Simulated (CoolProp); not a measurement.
Vapour-liquid equilibrium of R134a (1) + methanol (2) at 6.88 kPa; x and y are mole fractions of (1).

The numbers come from the multi-fluid Helmholtz-energy mixture model, Tillner-Roth 1994 and de Reuck 1993; pair parameters Bell 2016 in CoolProp.

```json
[
 {"x": "0.05", "bubble temperature, mixture model (K)": "221.6", "bubble temperature, Raoult's law (K)": "251.0", "y, mixture model": "0.991", "y, Raoult's law": "0.879"},
 {"x": "0.2", "bubble temperature, mixture model (K)": "208.4", "bubble temperature, Raoult's law (K)": "225.6", "y, mixture model": "0.998", "y, Raoult's law": "0.988"},
 {"x": "0.35", "bubble temperature, mixture model (K)": "206.6", "bubble temperature, Raoult's law (K)": "216.4", "y, mixture model": "0.998", "y, Raoult's law": "0.996"},
 {"x": "0.5", "bubble temperature, mixture model (K)": "205.8", "bubble temperature, Raoult's law (K)": "210.9", "y, mixture model": "0.998", "y, Raoult's law": "0.998"},
 {"x": "0.65", "bubble temperature, mixture model (K)": "204.9", "bubble temperature, Raoult's law (K)": "207.1", "y, mixture model": "0.999", "y, Raoult's law": "0.999"},
 {"x": "0.8", "bubble temperature, mixture model (K)": "203.5", "bubble temperature, Raoult's law (K)": "204.2", "y, mixture model": "0.999", "y, Raoult's law": "1.000"},
 {"x": "0.95", "bubble temperature, mixture model (K)": "201.8", "bubble temperature, Raoult's law (K)": "201.8", "y, mixture model": "1.000", "y, Raoult's law": "1.000"}
]
```

The largest gap from Raoult's law is -29.4 K in bubble temperature, at x = 0.05. No azeotrope shows between x = 0.05 and 0.95.

The pair parameters rest on a limited set of measurements; away from them the model extrapolates. With so large a gap from Raoult's law the liquid may split in two, which this calculation doesn't test in full.
